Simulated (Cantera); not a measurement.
A perfectly stirred reactor is fed with C2H6 : N2 = 1 : 4.4 (molar parts), at 0.585 Torr; it is held at 1450 K, and followed from long to short residence time.

Detailed kinetics in Cantera: GRI-Mech 3.0 (53 species, 325 reactions). GRI-Mech 3.0 stops at C3 and has no aromatics, soot or wall deposition, so with more carbon than oxygen in the feed, carbon stays in small species such as C2H2 where larger ones or solid carbon would form. Radical loss at walls, strong at low pressure, is not modelled.

x: mole fraction; the columns are a selection and need not sum to one.

```csv
τ (s),x C2H6,x CH2,x H,x CH4,x CH3,x H2
1.3,0.00464,3.12e-6,0.000379,0.0716,0.00388,0.157
0.50,0.0112,4.69e-6,0.000390,0.0763,0.00593,0.129
0.19,0.0267,6.79e-6,0.000382,0.0698,0.00896,0.0995
0.072,0.0594,8.61e-6,[?],0.0490,0.0122,0.0696
0.027,0.112,8.09e-6,[?],0.0217,0.0127,0.0376
0.010,0.160,4.50e-6,[?],0.00514,0.00814,0.0117
0.0039,0.179,1.45e-6,[?],0.000930,0.00384,0.00212
0.0015,0.184,2.52e-7,[?],0.000155,0.00167,0.000186
0.00056,0.185,2.33e-8,[?],2.31e-5,0.000667,9.59e-6
0.00021,0.185,1.53e-9,[?],3.34e-6,0.000256,4.43e-7
```

Problem. Fill in the missing entries.

Solution. 
- 0.072, x H: 0.000336
- 0.027, x H: 0.000244
- 0.010, x H: 0.000135
- 0.0039, x H: 5.49e-5
- 0.0015, x H: 1.22e-5
- 0.00056, x H: 1.67e-6
- 0.00021, x H: 2.06e-7
